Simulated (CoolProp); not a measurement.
R1336mzz(E) along the isobar 0.763 MPa: density (kg/m³) from the reference equation and from simpler models built on Tc = 403.5 K, pc = 2.779 MPa, ω = 0.413; each cubic takes its own stable root.

Model: reference Helmholtz-energy equation of state, Akasaka 2023, in CoolProp.

```tsv
T (K)	phase	reference
206.2	liquid	1564
213.3	liquid	1548
220.3	liquid	1532
227.4	liquid	1515
234.5	liquid	1498
241.5	liquid	1481
248.6	liquid	1463
255.6	liquid	1445
262.7	liquid	1427
269.8	liquid	1408
276.8	liquid	1390
283.9	liquid	1370
290.9	liquid	1350
298	liquid	1329
305.1	liquid	1306
```

How far does each simpler model (van der Waals, Redlich-Kwong, Soave-Redlich-Kwong, Peng-Robinson) lie from the reference over these 15 states: mean and median of the absolute difference, and the worst?


- van der Waals: mean 46.7 %, median 43.2 %, worst -95.3 % at 305.1 K and 0.763 MPa
- Redlich-Kwong: mean 17.0 %, median 16.7 %, worst -19.1 % at 305.1 K and 0.763 MPa
- Soave-Redlich-Kwong: mean 12.3 %, median 12.3 %, worst -13.0 % at 305.1 K and 0.763 MPa
- Peng-Robinson: mean 1.1 %, median 1.1 %, worst -1.7 % at 206.2 K and 0.763 MPa

At some of these states van der Waals gives the other phase, because its saturation line lies elsewhere.
